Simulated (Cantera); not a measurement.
# Transport properties of process gases

Gas mixture: H₂O : O₂ : N₂O = 0.26 : 0.77 : 0.56 (molar parts), at 30.0 Pa, frozen composition.

Cantera's kinetic-theory transport with the Lennard-Jones parameters of GRI-Mech 3.0, ideal gas; thermal conductivity in the multicomponent form. Polar gases are described roughly by these parameters. The composition is frozen, though it would react at the higher temperatures.

```csv
T (K),ρ (kg/m³),cp (J/kg/K),μ (µPa s),λ (mW/m/K),Pr,D (cm²/s) N₂,D (cm²/s) C₂H₂,D (cm²/s) CO₂
400,0.000306,1038,21.4,31.7,0.700,1070,856,797
550,0.000223,1113,27.7,44.1,0.699,1870,1530,1430
700,0.000175,1177,33.3,56.1,0.700,2840,2340,2190
850,0.000144,1228,38.5,67.6,0.700,3950,3270,3080
1000,0.000122,1270,43.3,78.6,0.700,5200,4330,4080
1150,0.000106,1301,47.9,89.1,0.699,6570,5490,5180
1300,9.42e-5,1329,52.2,99.3,0.698,8070,6760,6380
1450,8.45e-5,1354,56.3,109,0.698,9680,8120,7680
```
D: mixture-averaged diffusion coefficient of that species in the mixture.
